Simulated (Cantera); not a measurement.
A Cantera script and its output.

```python
import numpy as np
import cantera as ct

gas = ct.Solution("gri30.yaml")
gas.TPX = 375, 500000, {'CO': 1, 'H2': 0.3, 'O2': 0.793, 'N2': 2.98}
flame = ct.FreeFlame(gas, width=0.013)
flame.set_refine_criteria(ratio=3, slope=0.08, curve=0.16)
flame.transport_model = "mixture-averaged"
flame.solve(loglevel=0, auto=True)
z, T = flame.grid, flame.T
thick = (T[-1] - T[0]) / np.gradient(T, z).max()
show = ['CO', 'H2', 'O2', 'NO2', 'NO', 'HO2']
print(f"laminar burning velocity  {flame.velocity[0] * 100:.3f} cm/s")
print(f"burnt temperature         {T[-1]:.1f} K")
print(f"thermal thickness         {thick * 1e3:.4f} mm")
print(f"grid points               {len(z)}")
z0 = z[flame.heat_release_rate.argmax()]
print(f"{'z/mm':>9s}{'T/K':>9s}{'u/(m/s)':>9s}" + "".join(f"{s:>11s}" for s in show))
rows = []
for k in (-3, -2, -1.5, -1, -0.5, -0.25, 0, 0.25, 0.5, 1, 2, 4, 8):
    zz = z0 + k * thick
    rows.append([k * thick, np.interp(zz, z, T), np.interp(zz, z, flame.velocity),
                 *(np.interp(zz, z, flame.X[gas.species_index(s)]) for s in show)])
    print(f"{rows[-1][0] * 1e3:9.3f}{rows[-1][1]:9.1f}{rows[-1][2]:9.3f}" + "".join(f"{x:11.3e}" for x in rows[-1][3:]))
```

Result:

```
laminar burning velocity  53.235 cm/s
burnt temperature         2330.6 K
thermal thickness         0.1130 mm
grid points               130
     z/mm      T/K  u/(m/s)         CO         H2         O2        NO2         NO        HO2
   -0.339    375.0    0.532  1.972e-01  5.872e-02  1.564e-01  7.220e-12  2.910e-12  3.812e-09
   -0.226    375.3    0.532  1.975e-01  5.738e-02  1.566e-01  1.690e-10  5.521e-11  7.109e-08
   -0.169    376.7    0.533  1.979e-01  5.495e-02  1.570e-01  1.516e-09  4.247e-10  5.382e-07
   -0.113    386.1    0.543  1.988e-01  4.909e-02  1.577e-01  1.530e-08  3.807e-09  4.632e-06
   -0.056    537.7    0.745  1.943e-01  3.266e-02  1.543e-01  3.729e-07  2.016e-07  1.564e-04
   -0.028    901.3    1.230  1.728e-01  2.013e-02  1.374e-01  2.332e-07  2.134e-06  4.674e-04
    0.000   1359.6    1.816  1.316e-01  8.729e-03  1.059e-01  3.441e-08  6.581e-06  1.854e-04
    0.028   1661.8    2.174  9.120e-02  3.464e-03  7.859e-02  3.559e-08  1.341e-05  8.052e-05
    0.056   1837.2    2.369  6.490e-02  2.470e-03  6.413e-02  4.273e-08  2.070e-05  4.481e-05
    0.113   2014.7    2.561  4.199e-02  2.104e-03  5.285e-02  5.827e-08  3.297e-05  2.157e-05
    0.226   2154.8    2.713  2.751e-02  1.444e-03  4.593e-02  8.818e-08  5.138e-05  9.670e-06
    0.452   2248.6    2.812  1.732e-02  8.718e-04  4.127e-02  1.236e-07  7.896e-05  4.891e-06
    0.904   2304.1    2.869  1.073e-02  5.338e-04  3.831e-02  1.494e-07  1.196e-04  3.325e-06
```

Detailed kinetics in Cantera: GRI-Mech 3.0 (53 species, 325 reactions). The hydrogen kinetics of GRI-Mech 3.0 are dated; newer H2 mechanisms differ, most at raised pressure. Burning velocities carry a grid error of a few per cent, more on coarse grids.
